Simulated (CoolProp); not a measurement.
A simple Rankine cycle with R1336mzz(Z): condensing at 329.15 K, boiler at 0.732 MPa, turbine inlet 499 K, turbine efficiency 0.8, pump efficiency 0.7, no recuperator. Each further row changes one setting.

Computed with CoolProp (reference Helmholtz-energy equation of state, McLinden 2020).

| case | thermal efficiency (%) | net work (kJ/kg) | heat in (kJ/kg) | turbine exit temperature (K) | volume ratio over the turbine |
|---|---|---|---|---|---|
| as stated | (withheld) | (withheld) | 326 | (withheld) | 3.35 |
| condensing temperature 321.15 K | 8.1 | 27.1 | 336 | 469.9 | 4.30 |
| boiler pressure 0.512 MPa | 4.9 | (withheld) | 328 | (withheld) | 2.34 |
| turbine efficiency 0.7 | (withheld) | 19.5 | 326 | (withheld) | 3.37 |

**Question.** Some entries are withheld; supply them.

**Answer.** 
- as stated, thermal efficiency (%): 6.9
- as stated, net work (kJ/kg): 22.4
- as stated, turbine exit temperature (K): 474.6
- boiler pressure 0.512 MPa, net work (kJ/kg): 16.2
- boiler pressure 0.512 MPa, turbine exit temperature (K): 482.1
- turbine efficiency 0.7, thermal efficiency (%): 6.0
- turbine efficiency 0.7, turbine exit temperature (K): 477.2
